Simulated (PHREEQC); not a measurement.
**Acid rinse or clean: an equilibrium model**

A solution holds 0.011 mol HNO3, 0.0085 mol NaCl and 0.0018 mol MgCl2 per kg of water, at 20 °C. Closed to the air; pH follows from the charge balance.

Model: ion-association model, phreeqc.dat, run in PHREEQC.

No solid was allowed to form.

Q: Estimate the pH.

A: pH 2.01.
